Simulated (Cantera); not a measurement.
Silicon oxide and oxynitride deposition: HMDSO + O3 + H2

Charge: 1 mol HMDSO, 0.3 mol O3, 2.2 mol H2, equilibrated at 1148 K and 100 Torr.

Equilibrium computed with Cantera from the NASA thermochemical tables; the gas is ideal and each condensed phase is pure. Candidate condensed phases: C, C6H6, C7H8, C8H18, H2O, Si, SiC, SiO2; 123 gas species. The feed counts by its element totals alone. Mutual solubility and eutectic melting of coexisting phases are not modelled. The tables hold silica as quartz up to 1696 K and as liquid above; real silica turns to tridymite and cristobalite and melts near 1996 K. Rates play no part.

* **x(H2)**: 0.997
* **x(CH4)**: 0.00315
* **x(CO)**: 0.000103
* **n(C(graphite))**: 4.91 mol
* **n(SiC(s))**: 1.05 mol
* **n(SiO2(β-quartz))**: 0.949 mol
* **gas amount**: 11.17 mol
* **log10 activity of Si(s) (absent)**: -2.92
